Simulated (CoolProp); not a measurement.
Vapour-liquid equilibrium of dimethyl carbonate (1) + n-octane (2) at 25.5 kPa; x and y are mole fractions of (1).

Model: multi-fluid Helmholtz-energy mixture model, Zhou 2011 and Beckmüller 2019; pair parameters Bell 2016, in CoolProp.

```
x     bubble temperature (K)  y at the bubble point  dew temperature at overall composition x (K)  liquid density (mol/L)
----  ----------------------  ---------------------  --------------------------------------------  ----------------------
0.05                       …                  0.373                                         354.2                   5.919
0.2                    329.8                      …                                             …                   6.508
0.35                   325.6                      …                                         345.2                   7.109
0.5                    324.5                  0.791                                             …                   7.798
0.65                   324.2                  0.801                                         332.4                       …
0.8                    323.9                  0.824                                         324.2                   9.645
0.95                   324.4                  0.919                                         324.7                   10.91
```

Q: Fill in the missing entries.

A: 
- 0.05, bubble temperature (K): 344.4
- 0.2, y at the bubble point: 0.697
- 0.2, dew temperature at overall composition x (K): 350.0
- 0.35, y at the bubble point: 0.769
- 0.5, dew temperature at overall composition x (K): 339.5
- 0.65, liquid density (mol/L): 8.625

y crosses x between x = 0.8 and 0.95: the model has an azeotrope there.

The pair parameters rest on a limited set of measurements; away from them the model extrapolates. With so large a gap from Raoult's law the liquid may split in two, which this calculation doesn't test in full.
